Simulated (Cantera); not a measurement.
## Adiabatic ignition

An adiabatic, constant-pressure homogeneous reactor starts with 17.4 % CH₄, 2.09 % C₂H₆, 16.9 % O₂, 63.5 % N₂, 0.145 % H₂, equivalence ratio 2.5, at 1773 K and 1900000 Pa.

Detailed kinetics in Cantera: GRI-Mech 3.0 (53 species, 325 reactions). The pressure lies above the range GRI-Mech 3.0 was tuned for (to about 10 atm).

```json
[
 {"t (s)": "3.00e-6", "T (K)": "1816", "x CH₄": "0.156", "x C₂H₆": "0.0126", "x O₂": "0.153", "x C₂H₄": "0.00853", "x CH₃": "0.00283"},
 {"t (s)": "8.02e-6", "T (K)": "2601", "x CH₄": "0.00812", "x C₂H₆": "1.22e-5", "x O₂": "0.00131", "x C₂H₄": "0.000287", "x CH₃": "0.00323"},
 {"t (s)": "2.14e-5", "T (K)": "2581", "x CH₄": "0.00273", "x C₂H₆": "9.99e-7", "x O₂": "9.49e-7", "x C₂H₄": "4.28e-5", "x CH₃": "0.000860"},
 {"t (s)": "5.73e-5", "T (K)": "2564", "x CH₄": "0.00113", "x C₂H₆": "1.48e-7", "x O₂": "5.21e-7", "x C₂H₄": "8.85e-6", "x CH₃": "0.000312"},
 {"t (s)": "0.000153", "T (K)": "2555", "x CH₄": "6.59e-5", "x C₂H₆": "4.99e-10", "x O₂": "4.15e-7", "x C₂H₄": "1.69e-7", "x CH₃": "1.74e-5"},
 {"t (s)": "0.000410", "T (K)": "2555", "x CH₄": "3.12e-8", "x C₂H₆": "<1e-12", "x O₂": "4.16e-7", "x C₂H₄": "3.93e-12", "x CH₃": "8.29e-9"},
 {"t (s)": "0.00110", "T (K)": "2555", "x CH₄": "2.41e-8", "x C₂H₆": "<1e-12", "x O₂": "4.19e-7", "x C₂H₄": "<1e-12", "x CH₃": "6.44e-9"},
 {"t (s)": "0.00293", "T (K)": "2555", "x CH₄": "2.34e-8", "x C₂H₆": "<1e-12", "x O₂": "4.20e-7", "x C₂H₄": "<1e-12", "x CH₃": "6.24e-9"},
 {"t (s)": "0.00783", "T (K)": "2555", "x CH₄": "2.33e-8", "x C₂H₆": "<1e-12", "x O₂": "4.20e-7", "x C₂H₄": "<1e-12", "x CH₃": "6.23e-9"},
 {"t (s)": "0.0209", "T (K)": "2555", "x CH₄": "2.33e-8", "x C₂H₆": "<1e-12", "x O₂": "4.20e-7", "x C₂H₄": "<1e-12", "x CH₃": "6.23e-9"},
 {"t (s)": "0.0560", "T (K)": "2555", "x CH₄": "2.33e-8", "x C₂H₆": "<1e-12", "x O₂": "4.20e-7", "x C₂H₄": "<1e-12", "x CH₃": "6.23e-9"},
 {"t (s)": "0.150", "T (K)": "2555", "x CH₄": "2.33e-8", "x C₂H₆": "<1e-12", "x O₂": "4.20e-7", "x C₂H₄": "<1e-12", "x CH₃": "6.23e-9"},
 {"t (s)": "0.400", "T (K)": "2555", "x CH₄": "2.33e-8", "x C₂H₆": "<1e-12", "x O₂": "4.20e-7", "x C₂H₄": "<1e-12", "x CH₃": "6.23e-9"}
]
```
x: mole fraction; the columns are a selection and need not sum to one.

```yaml
time_of_steepest_temperature_rise: 6.33 µs
temperature at 0.400 s: 2555 K
equilibrium_temperature: 2555 K
x(CH₄) at 0.400 s: 2.33e-8 (gas-phase equilibrium 2.62e-8)
x(C₂H₆) at 0.400 s: <1e-12 (gas-phase equilibrium <1e-12)
x(O₂) at 0.400 s: 4.20e-7 (gas-phase equilibrium 4.20e-7)
```
